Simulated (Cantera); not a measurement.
# Equilibrium for roasting and sulfation: FeS + SO2 + N2

Feed: 1 mol FeS, 0.08 mol SO2, 17 mol N2, at 428 Torr.

Cantera equilibrium calculation (NASA polynomials, part measured and part estimated; ideal gas, pure solids and liquids). Candidate condensed phases: Fe, FeO, FeS, FeSO4, FeS2, Fe2O3, Fe2(SO4)3, Fe3O4, S; 19 gas species. Metal and sulfide melt together well below either melting point, which pure phases cannot show. Mutual solubility and eutectic melting of coexisting phases are not modelled. The tables' stoichiometric FeO is somewhat more stable than real wüstite, so its field is too wide. FeO, FeS: taken at fixed stoichiometry. Gases not in the tables: S3 to S7. The numbers say what is thermodynamically allowed, not how fast it happens.

```
T (K)   x N2     x SO2      x S2      x SO    x S2O       x S      x Fe  n FeS(s)  n FeS2(s)  n Fe3O4(s)  n FeO(s)  n FeS(l)
-----  -----  --------  --------  --------  -------  --------  --------  --------  ---------  ----------  --------  --------
748    1.000  0.000299   8.93e-6  5.18e-10  1.68e-7    <1e-12    <1e-12     0.701      0.187      0.0375         0         0
848    0.995   0.00455  0.000159   4.17e-8  5.26e-6  1.10e-12    <1e-12     0.997          0     0.00111         0         0
948    0.995   0.00445  0.000278   2.93e-7  7.46e-6  3.68e-11    <1e-12     0.994          0     0.00194         0         0
1048   0.995   0.00432  0.000438   1.41e-6  9.86e-6  6.30e-10    <1e-12     0.991          0     0.00305         0         0
1148   0.995   0.00416  0.000632   5.11e-6  1.23e-5   6.58e-9    <1e-12     0.987          0     0.00439         0         0
1248   0.995   0.00400  0.000983   1.55e-5  1.62e-5   5.05e-8  6.02e-12     0.977          0           0    0.0228         0
1348   0.995   0.00349   0.00171   3.97e-5  2.23e-5   3.13e-7  2.46e-10     0.961          0           0    0.0395         0
1448   0.994   0.00287   0.00259   8.43e-5  2.70e-5   1.47e-6   6.09e-9     0.940          0           0    0.0600         0
1548   0.994   0.00247   0.00311  0.000157  2.82e-5   5.16e-6   9.32e-8         0          0           0    0.0724     0.928
```
x: gas mole fraction; n: condensed amount in mol.

At 748 K the condensed part is FeS(s) + FeS2(s) + Fe3O4(s). From 848 K to 1148 K the condensed part is FeS(s) + Fe3O4(s). From 1248 K to 1448 K the condensed part is FeO(s) + FeS(s). At 1548 K the condensed part is FeO(s) + FeS(l).
